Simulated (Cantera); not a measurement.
Input: 1 mol Si, 0.057 mol CO₂, 96 mol N₂, 0.016 mol N₂O, at 0.113 Torr.

These are equilibrium values from Cantera (NASA tables, ideal gas, pure condensed phases), not measurements of a reactor. Candidate condensed phases: C, Si, SiC, SiO₂, Si₂N₂O, Si₃N₄; 34 gas species. Mutual solubility and eutectic melting of coexisting phases are not modelled. The numbers say what is thermodynamically allowed, not how fast it happens.

**Question.** Which condensed phases are stable at each of these points (T (K)): 1148, 1223, 1298, 1373, 1448, 1523, 1598, 1673, 1748, 1823, 1898, 1973, 2048, 2123?

**Answer.** 
```csv
T (K),condensed phases,Si condensed (%)
1148,C(graphite) + Si₂N₂O(s) + Si₃N₄(s),100.0
1223,SiC(s) + Si₂N₂O(s) + Si₃N₄(s),100.0
1298,SiC(s) + Si₂N₂O(s) + Si₃N₄(s),100.0
1373,SiC(s) + Si₂N₂O(s) + Si₃N₄(s),99.5
1448,SiC(s) + Si₂N₂O(s) + Si₃N₄(s),92.8
1523,SiC(s) + Si₃N₄(s),87.2
1598,Si(s) + SiC(s),81.1
1673,Si(s) + SiC(s),59.2
1748,SiC(s),3.8
1823,gas only,0.0
1898,gas only,0.0
1973,gas only,0.0
2048,gas only,0.0
2123,gas only,0.0
```

At 1148 K the condensed part is C(graphite) + Si₂N₂O(s) + Si₃N₄(s). From 1223 K to 1448 K the condensed part is SiC(s) + Si₂N₂O(s) + Si₃N₄(s). At 1523 K the condensed part is SiC(s) + Si₃N₄(s). From 1598 K to 1673 K the condensed part is Si(s) + SiC(s). At 1748 K the condensed part is SiC(s). From 1823 K to 2123 K nothing is condensed.
